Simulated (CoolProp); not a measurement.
Properties of carbon monoxide at several states (Tc = -140.3 °C, pc = 3.498 MPa, ω = 0.050).

Model: reference Helmholtz-energy equation of state, Lemmon 2006, in CoolProp. It is a short technical equation, of lower accuracy than the large ones.

```tsv
T (°C)	p (MPa)	phase	density (kg/m³)	speed of sound (m/s)	Joule-Thomson coefficient (K/MPa)	fugacity coefficient
-190.35	0.048	gas	1.989	183.5	26.17	0.9821
-138.95	19	supercritical	634.1	642.7	-0.09505	0.2546
21.55	0.0365	gas	0.4173	349.9	2.619	0.9999
```
